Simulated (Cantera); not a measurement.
An adiabatic, constant-volume homogeneous reactor starts with CH₄ : C₂H₆ : C₃H₈ : O₂ : N₂ = 1 : 0.054 : 0.23 : 3.34 : 12.6 (molar parts), equivalence ratio 1.00, at 1223 K and 1700000 Pa. Integrator tolerance rtol = 1e-08.

Cantera simulation using GRI-Mech 3.0 (53 species, 325 reactions); the numbers are that mechanism's predictions, not measurements. GRI-Mech 3.0 was tuned for natural gas; its chemistry of propane as a main component is partial and can be far from experiment. The pressure lies above the range GRI-Mech 3.0 was tuned for (to about 10 atm). Above 3000 K some thermodynamic fits are extrapolated.

Question: What does this change do: pressure from 1700000 Pa to 500000 Pa?

Answer: 
```
quantity                                                            before                                    after
---------------------------------  ---------------------------------------  ---------------------------------------
time of steepest temperature rise                                 0.656 ms                                  1.74 ms
temperature at 5.00 s                                               3056 K                                   2966 K
equilibrium temperature                                             3056 K                                   2966 K
x(CH₄) at 5.00 s                     <1e-12 (gas-phase equilibrium <1e-12)    <1e-12 (gas-phase equilibrium <1e-12)
x(C₂H₆) at 5.00 s                    <1e-12 (gas-phase equilibrium <1e-12)    <1e-12 (gas-phase equilibrium <1e-12)
x(C₃H₈) at 5.00 s                    <1e-12 (gas-phase equilibrium <1e-12)    <1e-12 (gas-phase equilibrium <1e-12)
x(CH₂O) at 5.00 s                  6.83e-9 (gas-phase equilibrium 6.83e-9)  2.67e-9 (gas-phase equilibrium 2.67e-9)
x(HCN) at 5.00 s                   1.99e-8 (gas-phase equilibrium 1.99e-8)  8.84e-9 (gas-phase equilibrium 8.84e-9)
x(O₂) at 5.00 s                      0.0129 (gas-phase equilibrium 0.0129)    0.0157 (gas-phase equilibrium 0.0157)
```
